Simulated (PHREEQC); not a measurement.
Consider water at 10 °C with 0.011 mol/kgw NaH2PO4 and 0.0081 mol/kgw NaOH. Closed to the air; pH follows from the charge balance.

Computed with PHREEQC (ion-association model, wateq4f.dat).

**Question.** The ionic strength comes out as 0.0269 mol/kgw. What activity coefficients do HPO4-2, NaHPO4-, H2PO4-, Na+ get?

**Answer.** HPO4-2 0.55, NaHPO4- 0.86, H2PO4- 0.86, Na+ 0.86.

Precipitation was switched off in this run. Complexes and solids missing from the database can't appear. H3PO4, which wateq4f.dat lacks, is added to it with the constant of phreeqc.dat. Away from 25 °C the constants follow the database's enthalpies or fits; those with neither stay at their 25 °C values.
